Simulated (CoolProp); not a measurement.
Vapour-liquid equilibrium of toluene (1) + n-decane (2) at 313.1 K; x and y are mole fractions of (1).

Computed with CoolProp (multi-fluid Helmholtz-energy mixture model, Lemmon 2006 and Lemmon 2006; pair parameters Bell 2016).

Q: Give the bubble pressure and the first vapour's composition at x = 0.05, 0.2, 0.8. Is there an azeotrope?

A: x = 0.05: 0.9140 kPa, y = 0.496; x = 0.2: 2.270 kPa, y = 0.829; x = 0.8: 6.566 kPa, y = 0.981. No azeotrope shows between x = 0.05 and 0.95.

Pair parameters are fitted to limited data, so mixtures are less certain than the pure fluids.
